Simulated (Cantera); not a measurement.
An isothermal, constant-pressure homogeneous reactor starts with CH₄ : N₂ = 1 : 39 (molar parts), at 1750 K and 0.0133 bar.

Model: GRI-Mech 3.0 (53 species, 325 reactions), integrated in Cantera. GRI-Mech 3.0 stops at C3 and has no aromatics, soot or wall deposition, so with more carbon than oxygen in the feed, carbon stays in small species such as C2H2 where larger ones or solid carbon would form. Radical loss at walls, strong at low pressure, is not modelled.

**Question.** Predict: x(CH₄) at 70.0 s; x(H) at 70.0 s; x(C₂H₄) at 70.0 s; x(C₂H₂) at 70.0 s.

**Answer.** 
```json
{
  "x(CH₄) at 70.0 s": "2.26e-7 (gas-phase equilibrium 2.92e-7)",
  "x(H) at 70.0 s": "0.000387 (gas-phase equilibrium 0.000387)",
  "x(C₂H₄) at 70.0 s": "1.95e-7 (gas-phase equilibrium 2.24e-8)",
  "x(C₂H₂) at 70.0 s": "0.0122 (gas-phase equilibrium 0.00139)"
}
```
